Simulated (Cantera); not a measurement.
A Cantera script and its output.

```python
import numpy as np
import cantera as ct

gas = ct.Solution("gri30.yaml")
gas.TPX = 1000, 1000000, {'CH4': 1, 'O2': 3.08, 'N2': 19.1}
reactor = ct.IdealGasReactor(gas, energy="on", clone=False)
net = ct.ReactorNet([reactor])
net.rtol, net.atol = 1e-08, 1e-16
show = ['CH4', 'O2', 'O', 'OH', 'C2H6', 'C2H2', 'HCN']
times = np.geomspace(2e-06, 1, 15)

steps = ct.SolutionArray(gas, extra=["t"])
rows = []
print(f"{'t/s':>10s}{'T/K':>9s}{'P/Pa':>11s}" + "".join(f"{s:>11s}" for s in show))
for t in times:
    while net.time < t:
        t_next = net.step()
        steps.append(gas.state, t=t_next)
    rows.append([np.interp(t, steps.t, y) for y in (steps.T, steps.P, *steps(*show).X.T)])
    print(f"{t:10.3e}{rows[-1][0]:9.1f}{rows[-1][1]:11.4g}" + "".join(f"{x:11.3e}" for x in rows[-1][2:]))
rate = np.gradient(steps.T, steps.t)
print("integrator steps:", len(steps.t))
if steps.T.max() > steps.T[0] + 200:
    print(f"time of steepest temperature rise: {steps.t[rate.argmax()]:.4e} s")
gas.TPX = 1000, 1000000, {'CH4': 1, 'O2': 3.08, 'N2': 19.1}
gas.equilibrate("UV")
print(f"equilibrium (UV): T = {gas.T:.1f} K  " + "  ".join(f"{s} {gas[s].X[0]:.3e}" for s in show))
```

It prints:

```
       t/s      T/K       P/Pa        CH4         O2          O         OH       C2H6       C2H2        HCN
 2.000e-06   1000.0      1e+06  4.314e-02  1.329e-01  2.650e-15  1.093e-14  3.431e-18  1.097e-31  1.966e-31
 5.106e-06   1000.0      1e+06  4.314e-02  1.329e-01  7.728e-15  2.956e-14  5.683e-17  6.551e-30  1.283e-30
 1.304e-05   1000.0      1e+06  4.314e-02  1.329e-01  2.073e-14  7.735e-14  8.330e-16  2.593e-28  8.086e-30
 3.328e-05   1000.0      1e+06  4.314e-02  1.329e-01  5.417e-14  2.010e-13  1.364e-14  1.326e-26  5.320e-29
 8.498e-05   1000.0      1e+06  4.314e-02  1.329e-01  1.412e-13  5.270e-13  2.280e-13  8.228e-25  3.513e-28
 2.170e-04   1000.0      1e+06  4.314e-02  1.329e-01  3.749e-13  1.428e-12  3.970e-12  6.495e-23  2.393e-27
 5.539e-04   1000.0      1e+06  4.314e-02  1.329e-01  1.051e-12  4.181e-12  7.416e-11  6.790e-21  1.751e-26
 1.414e-03   1000.0      1e+06  4.314e-02  1.329e-01  3.325e-12  1.409e-11  1.654e-09  1.025e-18  1.570e-25
 3.611e-03   1000.0      1e+06  4.314e-02  1.329e-01  1.070e-11  4.867e-11  4.147e-08  2.046e-16  2.050e-24
 9.218e-03   1000.0      1e+06  4.314e-02  1.329e-01  1.946e-11  9.745e-11  4.704e-07  1.562e-14  2.129e-23
 2.354e-02   1000.2      1e+06  4.312e-02  1.329e-01  3.131e-11  1.796e-10  2.571e-06  4.428e-13  1.513e-22
 6.009e-02   1001.2  1.001e+06  4.301e-02  1.328e-01  1.095e-10  8.201e-10  1.767e-05  2.715e-11  3.857e-21
 1.534e-01   2179.8  2.181e+06  9.460e-21  4.484e-02  1.083e-04  1.337e-03  1.101e-37  1.723e-26  9.258e-14
 3.917e-01   2172.6  2.174e+06  8.436e-21  4.359e-02  1.021e-04  1.290e-03  2.500e-38  1.353e-26  8.527e-14
 1.000e+00   2172.5  2.174e+06  8.420e-21  4.357e-02  1.020e-04  1.290e-03  1.229e-38  1.348e-26  8.515e-14
integrator steps: 2443
time of steepest temperature rise: 1.0749e-01 s
equilibrium (UV): T = 2172.5 K  CH4 1.273e-20  O2 4.357e-02  O 1.020e-04  OH 1.290e-03  C2H6 3.899e-38  C2H2 1.603e-26  HCN 8.515e-14
```

Cantera simulation using GRI-Mech 3.0 (53 species, 325 reactions); the numbers are that mechanism's predictions, not measurements.
